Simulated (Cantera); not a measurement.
A closed system holds: 1 mol SiH₄, 0.34 mol C₂H₂, 5.6 mol H₂, held at 2152 °C and 1000 Pa.

Equilibrium computed with Cantera from the NASA thermochemical tables; the gas is ideal and each condensed phase is pure. Candidate condensed phases: C, C₆H₆, C₇H₈, C₈H₁₈, Si, SiC; 87 gas species. Gases not in the tables: Si₂H₆ and higher silanes. The numbers say what is thermodynamically allowed, not how fast it happens.

Base state: H₂ 0.765, H 0.157, Si 0.0532, SiC₂ 0.0110, Si₂C 0.00623, C₂H₂ (acetylene) 0.00597, SiH 0.00138, Si₂ 0.000253 (mole fractions); condensed: C(graphite) + SiC(s).

Q: What changes in the equilibrium state with this change: pressure from 1000 Pa to 100000 Pa?

A: 
```json
[
 {"species": "H₂", "before": "0.765", "after": "0.977"},
 {"species": "H", "before": "0.157", "after": "0.0177"},
 {"species": "Si", "before": "0.0532", "after": "0.00266"},
 {"species": "SiC₂", "before": "0.0110", "after": "2.20e-5"},
 {"species": "C₃", "before": "1.49e-5", "after": "1.19e-9"},
 {"species": "C₄H₂", "before": "1.92e-5", "after": "3.91e-8"},
 {"species": "C(graphite), mol", "before": "0.0362", "after": "0"},
 {"species": "SiC(s), mol", "before": "0.265", "after": "0.672"},
 {"species": "Si(l), mol", "before": "0", "after": "0.288"}
]
```
Mutual solubility and eutectic melting of coexisting phases are not modelled.
